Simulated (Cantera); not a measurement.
A perfectly stirred reactor is fed with CH₄ : C₂H₆ : O₂ : N₂ = 1 : 0.14 : 1.56 : 5.85 (molar parts), at 510 Torr; it is adiabatic with a 373 K inlet, and is followed from long to short residence time, starting on the burning branch (τ in s: 0.024, 0.013, 0.007, 0.0038, 0.0021, 0.0011, 0.0006, 0.00033, 0.00018, 9.7e-05, 5.2e-05, 2.8e-05).

Model: GRI-Mech 3.0 (53 species, 325 reactions), integrated in Cantera.

**Question.** Predict: blow-out, bracketed by the residence times tried; x(CH₄) at τ = 24.0 ms; x(C₂H₆) at τ = 24.0 ms; x(O₂) at τ = 24.0 ms; x(C₂H₄) at τ = 24.0 ms; x(CH₂) at τ = 24.0 ms; x(CH₄) at τ = 0.600 ms; x(C₂H₆) at τ = 0.600 ms; x(O₂) at τ = 0.600 ms.

**Answer.** blow-out, bracketed by the residence times tried: burning at 1.10 ms, out at 0.600 ms
x(CH₄) at τ = 24.0 ms: 0.00289
x(C₂H₆) at τ = 24.0 ms: 6.96e-6
x(O₂) at τ = 24.0 ms: 0.000992
x(C₂H₄) at τ = 24.0 ms: 5.53e-5
x(CH₂) at τ = 24.0 ms: 5.22e-6
x(CH₄) at τ = 0.600 ms: 0.117
x(C₂H₆) at τ = 0.600 ms: 0.0164
x(O₂) at τ = 0.600 ms: 0.182
